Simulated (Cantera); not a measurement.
Input: 1 mol SiCl₄, 0.66 mol Cl₂, 0.53 mol H₂, at 1675 K and 52000 Pa.

Method: chemical equilibrium by Gibbs-energy minimisation in Cantera with the NASA 1993 tables (ideal gas, pure condensed phases). Candidate condensed phases: Si; 19 gas species. The tables' values for SiCl₃ are old estimates; treat these amounts as uncertain. Equilibrium is a limit: real reactors are often held back by kinetics, nucleation or transport.

Base state: HCl 0.473, SiCl₄ 0.445, Cl 0.0444, Cl₂ 0.0363, SiCl₃ 0.000922 (mole fractions); condensed: gas only.

What changes in the equilibrium state with this change: pressure from 52000 Pa to 10000 Pa?


```
species    before    after
-------  --------  -------
HCl         0.473    0.465
SiCl₄       0.445    0.436
Cl         0.0444   0.0760
Cl₂        0.0363   0.0204
SiCl₂     3.97e-6  3.58e-5
SiCl₃    0.000922  0.00274
```
